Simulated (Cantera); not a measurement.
## Equilibrium for roasting and sulfation: MgO + H₂S + CO₂

A closed system holds: 1 mol MgO, 0.27 mol H₂S, 0.37 mol CO₂, equilibrated at 17.0 bar.

These are equilibrium values from Cantera (NASA tables, ideal gas, pure condensed phases), not measurements of a reactor. Candidate condensed phases: C, C₆H₆, C₇H₈, C₈H₁₈, H₂O, H₂SO₄, Mg, MgCO₃, MgO, Mg(OH)₂, MgS, MgSO₄, S; 130 gas species. The numbers say what is thermodynamically allowed, not how fast it happens.

```tsv
T (K)	log p CO₂	log p CO	log p H₂O	log p H₂S	log p S₂	log p H₂	log p COS	log p SO₂	n MgO(s)
1373	0.80	0.34	0.43	0.55	0.09	-0.35	-0.25	-1.51	1.00
1423	0.78	0.39	0.46	0.51	0.14	-0.30	-0.30	-1.36	1.00
1473	0.76	0.43	0.48	0.46	0.18	-0.24	-0.34	-1.22	1.00
1523	0.74	0.47	0.50	0.42	0.21	-0.20	-0.39	-1.09	1.00
1573	0.72	0.50	0.52	0.37	0.24	-0.16	-0.44	-0.97	1.00
1623	0.69	0.53	0.53	0.33	0.26	-0.12	-0.49	-0.86	1.00
1673	0.67	0.56	0.55	0.28	0.28	-0.09	-0.54	-0.76	1.00
1723	0.65	0.58	0.56	0.24	0.29	-0.06	-0.58	-0.67	1.00
1773	0.63	0.60	0.56	0.19	0.30	-0.03	-0.63	-0.58	1.000
1823	0.60	0.62	0.57	0.15	0.30	0.00	-0.68	-0.51	1.000
```
log p: log10 of the partial pressure in bar; n: condensed amount in mol.

From 1373 K to 1823 K the condensed part is MgO(s).
